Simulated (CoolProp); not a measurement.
R113 at several states: density (kg/m³) from the reference equation and from simpler models built on Tc = 487.2 K, pc = 3.392 MPa, ω = 0.253; each cubic takes its own stable root.

Computed with CoolProp (reference Helmholtz-energy equation of state, Marx 1992).

```csv
T (K),p (MPa),phase,reference
299.4,0.347,liquid,1561
373.1,0.0969,gas,5.992
253.3,0.0485,liquid,1668
```

### Question
How far does each simpler model (van der Waals, Redlich-Kwong, Soave-Redlich-Kwong, Peng-Robinson) lie from the reference over these 3 states: mean and median of the absolute difference, and the worst?

### Answer
- van der Waals: mean 46.4 %, median 38.7 %, worst -99.7 % at 253.3 K and 0.0485 MPa
- Redlich-Kwong: mean 6.5 %, median 9.6 %, worst -9.7 % at 299.4 K and 0.347 MPa
- Soave-Redlich-Kwong: mean 4.8 %, median 6.9 %, worst -7.6 % at 253.3 K and 0.0485 MPa
- Peng-Robinson: mean 3.1 %, median 4.1 %, worst +5.1 % at 299.4 K and 0.347 MPa

At some of these states van der Waals gives the other phase, because its saturation line lies elsewhere.
